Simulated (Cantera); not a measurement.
A perfectly stirred reactor is fed with CH4 : O2 : N2 : CO2 = 1 : 2.78 : 11.4 : 1.2 (molar parts), equivalence ratio 0.72, at 750 Torr; it is adiabatic with a 523 K inlet, and is followed from long to short residence time, starting on the burning branch (τ in s: 0.13, 0.044, 0.015, 0.0052, 0.0018, 0.00061, 0.00021, 7.1e-05, 2.4e-05, 8.3e-06).

Model: GRI-Mech 3.0 (53 species, 325 reactions), integrated in Cantera.

x: mole fraction; the columns are a selection and need not sum to one.

```json
[
 {"τ (s)": "0.13", "T (K)": "1815", "x CH4": "8.28e-6", "x O2": "0.0477", "x CH2O": "1.00e-6", "x CH3": "2.08e-6", "x C2H6": "1.13e-10", "x NO2": "3.14e-8", "x N2O": "3.18e-7"},
 {"τ (s)": "0.044", "T (K)": "1806", "x CH4": "___", "x O2": "0.0480", "x CH2O": "___", "x CH3": "___", "x C2H6": "3.19e-10", "x NO2": "___", "x N2O": "4.18e-7"},
 {"τ (s)": "0.015", "T (K)": "1789", "x CH4": "3.39e-5", "x O2": "0.0486", "x CH2O": "4.39e-6", "x CH3": "7.36e-6", "x C2H6": "8.34e-10", "x NO2": "1.60e-8", "x N2O": "4.44e-7"},
 {"τ (s)": "0.0052", "T (K)": "1762", "x CH4": "___", "x O2": "0.0497", "x CH2O": "___", "x CH3": "___", "x C2H6": "___", "x NO2": "___", "x N2O": "___"},
 {"τ (s)": "0.0018", "T (K)": "1719", "x CH4": "0.000151", "x O2": "0.0517", "x CH2O": "1.84e-5", "x CH3": "2.52e-5", "x C2H6": "6.91e-9", "x NO2": "7.30e-9", "x N2O": "3.23e-7"},
 {"τ (s)": "0.00061", "T (K)": "1653", "x CH4": "0.000381", "x O2": "0.0553", "x CH2O": "4.16e-5", "x CH3": "5.32e-5", "x C2H6": "3.30e-8", "x NO2": "4.68e-9", "x N2O": "2.50e-7"},
 {"τ (s)": "0.00021", "T (K)": "1535", "x CH4": "0.00165", "x O2": "0.0648", "x CH2O": "0.000141", "x CH3": "0.000177", "x C2H6": "8.11e-7", "x NO2": "2.26e-9", "x N2O": "1.52e-7"},
 {"τ (s)": "7.1e-5", "T (K)": "523", "x CH4": "0.0611", "x O2": "0.170", "x CH2O": "<1e-12", "x CH3": "<1e-12", "x C2H6": "<1e-12", "x NO2": "<1e-12", "x N2O": "<1e-12"},
 {"τ (s)": "2.4e-5", "T (K)": "523", "x CH4": "0.0611", "x O2": "0.170", "x CH2O": "<1e-12", "x CH3": "<1e-12", "x C2H6": "<1e-12", "x NO2": "<1e-12", "x N2O": "<1e-12"},
 {"τ (s)": "8.3e-6", "T (K)": "523", "x CH4": "0.0611", "x O2": "0.170", "x CH2O": "<1e-12", "x CH3": "<1e-12", "x C2H6": "<1e-12", "x NO2": "<1e-12", "x N2O": "<1e-12"}
]
```

Complete the blanks.


- 0.044, x CH4: 1.68e-5
- 0.044, x CH2O: 2.12e-6
- 0.044, x CH3: 3.99e-6
- 0.044, x NO2: 2.32e-8
- 0.0052, x CH4: 6.93e-5
- 0.0052, x CH2O: 8.90e-6
- 0.0052, x CH3: 1.34e-5
- 0.0052, x C2H6: 2.21e-9
- 0.0052, x NO2: 1.07e-8
- 0.0052, x N2O: 3.96e-7
